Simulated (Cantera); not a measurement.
C3H8 + NH3 + H2 (carbon deposition, reforming and gasification)

Charge: 1 mol C3H8, a varied amount of NH3, 9.6 mol H2, equilibrated at 598 K and 290000 Pa.

Cantera equilibrium calculation (NASA polynomials, part measured and part estimated; ideal gas, pure solids and liquids). Candidate condensed phases: C, C6H6, C7H8, C8H18; 92 gas species. The numbers say what is thermodynamically allowed, not how fast it happens.

From 0.076 mol NH3 to 1.6 mol NH3 nothing is condensed. The main C-bearing gas is CH4 throughout.

```json
[
 {"n(NH3) (mol)": "0.076", "log p H2": "0.32", "log p CH4": "-0.09", "log p N2": "-2.26", "log p NH3": "-2.02", "log p C2H6": "-6.75"},
 {"n(NH3) (mol)": "0.21", "log p H2": "0.32", "log p CH4": "-0.10", "log p N2": "-1.72", "log p NH3": "-1.75", "log p C2H6": "-6.77"},
 {"n(NH3) (mol)": "0.35", "log p H2": "0.32", "log p CH4": "-0.11", "log p N2": "-1.47", "log p NH3": "-1.63", "log p C2H6": "-6.79"},
 {"n(NH3) (mol)": "0.49", "log p H2": "0.32", "log p CH4": "-0.12", "log p N2": "-1.32", "log p NH3": "-1.55", "log p C2H6": "-6.81"},
 {"n(NH3) (mol)": "0.63", "log p H2": "0.31", "log p CH4": "-0.13", "log p N2": "-1.21", "log p NH3": "-1.50", "log p C2H6": "-6.83"},
 {"n(NH3) (mol)": "0.76", "log p H2": "0.31", "log p CH4": "-0.14", "log p N2": "-1.13", "log p NH3": "-1.46", "log p C2H6": "-6.84"},
 {"n(NH3) (mol)": "0.9", "log p H2": "0.31", "log p CH4": "-0.15", "log p N2": "-1.06", "log p NH3": "-1.42", "log p C2H6": "-6.86"},
 {"n(NH3) (mol)": "1", "log p H2": "0.31", "log p CH4": "-0.15", "log p N2": "-1.01", "log p NH3": "-1.40", "log p C2H6": "-6.88"},
 {"n(NH3) (mol)": "1.2", "log p H2": "0.31", "log p CH4": "-0.17", "log p N2": "-0.94", "log p NH3": "-1.37", "log p C2H6": "-6.90"},
 {"n(NH3) (mol)": "1.3", "log p H2": "0.31", "log p CH4": "-0.17", "log p N2": "-0.91", "log p NH3": "-1.35", "log p C2H6": "-6.91"},
 {"n(NH3) (mol)": "1.5", "log p H2": "0.31", "log p CH4": "-0.19", "log p N2": "-0.86", "log p NH3": "-1.32", "log p C2H6": "-6.94"},
 {"n(NH3) (mol)": "1.6", "log p H2": "0.31", "log p CH4": "-0.19", "log p N2": "-0.83", "log p NH3": "-1.31", "log p C2H6": "-6.95"}
]
```
log p: log10 of the partial pressure in bar; nothing condenses.
